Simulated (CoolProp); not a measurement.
Vapour-liquid equilibrium of cyclohexane (1) + n-octane (2) at 0.206 MPa; x and y are mole fractions of (1).

The numbers come from the multi-fluid Helmholtz-energy mixture model, Zhou 2014 and Beckmüller 2019; pair parameters Bell 2016 in CoolProp.

```tsv
x	bubble temperature, mixture model (°C)	bubble temperature, Raoult's law (°C)	y, mixture model	y, Raoult's law
0.05	149.8	149.5	0.119	0.133
0.125	144.8	144.2	0.275	0.298
0.2	140.1	139.4	___	0.432
0.275	135.7	135.0	0.515	0.541
0.35	131.6	131.0	0.607	0.630
0.425	127.9	127.3	0.684	0.704
0.5	124.3	123.9	0.749	0.766
0.575	121.1	120.7	___	0.818
0.65	___	117.8	___	0.862
0.725	115.2	115.0	0.892	0.900
0.8	___	112.4	0.927	0.933
0.875	___	110.0	0.957	0.961
0.95	107.8	107.8	___	0.985
```

### Question
Some entries are withheld; supply them.

### Answer

- 0.2, y, mixture model: 0.406
- 0.575, y, mixture model: 0.805
- 0.65, bubble temperature, mixture model (°C): 118.1
- 0.65, y, mixture model: 0.852
- 0.8, bubble temperature, mixture model (°C): 112.6
- 0.875, bubble temperature, mixture model (°C): 110.1
- 0.95, y, mixture model: 0.984

The largest gap from Raoult's law is +0.7 K in bubble temperature, at x = 0.275. No azeotrope shows between x = 0.05 and 0.95.

The pair parameters rest on a limited set of measurements; away from them the model extrapolates.
